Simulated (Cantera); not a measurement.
Input (Python, Cantera) and output of one run.

```python
import numpy as np
import cantera as ct

gas_names = """
    SiC2 CH3 SiH4
""".split()
cond_names = """
    C(gr)
""".split()


def load(file, names, dense=False):
    # The tables refer to 1 bar. Condensed volumes are neglected.
    table = {s.name: s for s in ct.Species.list_from_file(file)}
    out = []
    for n in names:
        d = dict(table[n].input_data)
        d["thermo"] = dict(d["thermo"], **{"reference-pressure": 1e5})
        if dense:
            d["equation-of-state"] = {"model": "constant-volume", "density": "1e6 g/cm^3"}
        out.append(ct.Species.from_dict(d))
    return out


species = {s.name: s for s in load("nasa_gas.yaml", gas_names) + load("nasa_condensed.yaml", cond_names)}
# Each term lists the table entries of one substance; the one whose range holds T is used.
reactions = {
    '3 SiC2(g) + 4 CH3(g) = 3 SiH4(g) + 10 C':
        [(-3, ['SiC2']), (-4, ['CH3']), (3, ['SiH4']), (10, ['C(gr)'])],
}


def pick(names, T):
    return next(species[n] for n in names if species[n].thermo.min_temp <= T <= species[n].thermo.max_temp)


results = []
for label, terms in reactions.items():
    print(label)
    print("     T/K   dH/kJ  dS/(J/K)   dG/kJ   log10 K")
    for T in [300, 2273, 2373, 2473, 2573, 2673, 2773, 2873, 2973]:
        used = [(nu, pick(names, T)) for nu, names in terms]
        dH = sum(nu * s.thermo.h(T) for nu, s in used) / 1e6
        dS = sum(nu * s.thermo.s(T) for nu, s in used) / 1e3
        dG = dH - T * dS / 1e3
        logK = -dG * 1e6 / (ct.gas_constant * T * np.log(10))
        results.append((label, T, dH, dS, dG, logK, [s.name for _, s in used]))
        print(f"{T:8g} {dH:8.1f} {dS:8.1f} {dG:8.1f} {logK:8.2f}")
```

It prints:

```
3 SiC2(g) + 4 CH3(g) = 3 SiH4(g) + 10 C
     T/K   dH/kJ  dS/(J/K)   dG/kJ   log10 K
     300  -2330.0   -815.4  -2085.4   363.09
    2273  -2229.7   -759.0   -504.6    11.60
    2373  -2222.3   -755.8   -428.9     9.44
    2473  -2215.0   -752.7   -353.5     7.47
    2573  -2207.7   -749.9   -278.3     5.65
    2673  -2200.5   -747.1   -203.5     3.98
    2773  -2193.4   -744.5   -128.9     2.43
    2873  -2186.4   -742.0    -54.6     0.99
    2973  -2179.5   -739.7     19.5    -0.34
```

Standard-state values (1 bar) from the NASA 1993 polynomials, evaluated with Cantera. Condensed species are held in their standard states even where they would react or evaporate.
